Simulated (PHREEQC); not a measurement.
1.6 g of hydrous ferric oxide (600 m²/g; 0.2 weak and 0.005 strong sites per Fe, Dzombak-Morel constants, diffuse double layer) in 1 kg of water with 0.05 mol/kgw of an inert sodium salt and 1.2 mmol/kgw BaCl2 and 0.0067 mmol/kgw NaF, at 25 °C; the pH is set by adding NaOH or the inert anion's acid. O2 is buffered at 0.21 atm. The system is closed to CO2. Nothing may precipitate in this run.

Base run: PHREEQC, ion-association model, wateq4f.dat. Each further column changes one thing. The table gives F sorbed (%).

| pH | base | no electrostatic term (-no_edl) | background salt from 0.05 to 0.005 mol/kgw | oxide from 1.6 to 8 g/kgw |
|---|---|---|---|---|
| 3 | 95.8 | 3.3 | 99.0 | 99.0 |
| 4.5 | 96.3 | 6.6 | 98.7 | 99.2 |
| 5.5 | 90.2 | 6.8 | 95.2 | 97.8 |
| 7 | 47.7 | 8.0 | [?] | 82.0 |
| 8.5 | 5.0 | [?] | 5.5 | 20.7 |
| 9.5 | 0.9 | [?] | [?] | 3.7 |
| 11 | 0.1 | 0.1 | 0.1 | 0.2 |

**Question.** Some entries are withheld; supply them.

**Answer.** 
- 7, background salt from 0.05 to 0.005 mol/kgw: 56.5
- 8.5, no electrostatic term (-no_edl): 7.5
- 9.5, no electrostatic term (-no_edl): 2.3
- 9.5, background salt from 0.05 to 0.005 mol/kgw: 1.0

The oxide is taken as insoluble; below pH 4 it would dissolve.
